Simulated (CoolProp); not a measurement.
Model: reference Helmholtz-energy equation of state, Colonna 2008, in CoolProp. It is a short technical equation, of lower accuracy than the large ones.

### Question
For dodecamethylcyclohexasiloxane (D6), give the phase and the Z, cp (kJ/(kg K)), speed of sound (m/s), expansivity (1/kK) at 456.1 K and 711 kPa.

### Answer
- 456.1 K and 711 kPa: liquid; Z 0.105, cp 1.89, speed of sound 428, expansivity 1.53
